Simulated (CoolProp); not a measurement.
A simple Rankine cycle with R141b: condensing at 328.15 K, boiler at 3.39 MPa, turbine inlet 499 K, turbine efficiency 0.7, pump efficiency 0.7, no recuperator. Each further row changes one setting.

Values from CoolProp's reference Helmholtz-energy equation of state, Lemmon 2006. It is a short technical equation, of lower accuracy than the large ones.

```csv
case,thermal efficiency (%),net work (kJ/kg),heat in (kJ/kg),turbine exit temperature (K),volume ratio over the turbine
as stated,14.7,48.7,331,408.5,17.8
condensing temperature 320.15 K,15.6,53.1,341,402.9,22.6
boiler pressure 2.37 MPa,13.5,46.5,346,426.8,11.4
turbine efficiency 0.6,12.4,41.2,331,416.6,18.2
```
